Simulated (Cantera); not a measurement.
Aluminium nitride and oxide growth: Al(CH₃)₃ + N₂ + H₂

Charge: 1 mol Al(CH₃)₃, 6.1 mol N₂, 3.6 mol H₂, equilibrated at 13.3 mbar.

Equilibrium computed with Cantera from the NASA thermochemical tables; the gas is ideal and each condensed phase is pure. Candidate condensed phases: Al, AlN, C, C₆H₆, C₇H₈, C₈H₁₈; 97 gas species. The feed counts by its element totals alone. Kinetics and transport are ignored.

| T (°C) | x H₂ | x N₂ | x CH₄ | x Al | x H | x HCN | n AlN(s) | n C(graphite) |
|---|---|---|---|---|---|---|---|---|
| 402 | 0.518 | 0.430 | 0.0522 | <1e-12 | <1e-12 | 1.06e-9 | 1.00 | 2.32 |
| 502 | 0.578 | 0.412 | 0.00912 | <1e-12 | 6.53e-12 | 2.39e-8 | 1.00 | 2.88 |
| 602 | 0.588 | 0.410 | 0.00202 | <1e-12 | 3.33e-10 | 2.58e-7 | 1.00 | 2.97 |
| 702 | 0.590 | 0.409 | 0.000584 | <1e-12 | 7.61e-9 | 1.69e-6 | 1.00 | 2.99 |
| 802 | 0.591 | 0.409 | 0.000210 | <1e-12 | 9.77e-8 | 7.79e-6 | 1.00 | 3.00 |
| 902 | 0.591 | 0.409 | 8.92e-5 | <1e-12 | 8.16e-7 | 2.76e-5 | 1.00 | 3.00 |
| 1002 | 0.591 | 0.409 | 4.32e-5 | 7.50e-12 | 4.91e-6 | 8.00e-5 | 1.00 | 3.00 |
| 1102 | 0.591 | 0.409 | 2.32e-5 | 6.01e-10 | 2.28e-5 | 0.000198 | 1.00 | 3.00 |
| 1202 | 0.591 | 0.409 | 1.35e-5 | 2.64e-8 | 8.63e-5 | 0.000434 | 1.00 | 2.99 |
| 1302 | 0.591 | 0.408 | 8.46e-6 | 7.14e-7 | 0.000277 | 0.000859 | 1.000 | 2.99 |
| 1402 | 0.590 | 0.408 | 5.59e-6 | 1.30e-5 | 0.000772 | 0.00156 | 1.000 | 2.98 |
| 1502 | 0.588 | 0.407 | 3.86e-6 | 0.000169 | 0.00192 | 0.00265 | 0.998 | 2.96 |
| 1602 | 0.584 | 0.405 | 2.75e-6 | 0.00166 | 0.00434 | 0.00424 | 0.976 | 2.93 |
| 1702 | 0.568 | 0.402 | 1.96e-6 | 0.0130 | 0.00894 | 0.00638 | 0.813 | 2.90 |
x: gas mole fraction; n: condensed amount in mol.

From 402 °C to 1702 °C the condensed part is AlN(s) + C(graphite).
